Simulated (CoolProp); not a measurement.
Vapour-liquid equilibrium of nitrogen (1) + oxygen (2) at 46.1 kPa; x and y are mole fractions of (1).

Model: multi-fluid Helmholtz-energy mixture model, Span 2000 and Schmidt 1985; pair parameters Gernert 2013, in CoolProp.

Problem. Give the bubble temperature and the first vapour's composition at x = 0.05, 0.2, 0.35. Is there an azeotrope?

Solution. x = 0.05: 81.8 K, y = 0.211; x = 0.2: 78.6 K, y = 0.561; x = 0.35: 76.5 K, y = 0.731. No azeotrope shows between x = 0.05 and 0.95.

The pair parameters rest on a limited set of measurements; away from them the model extrapolates.
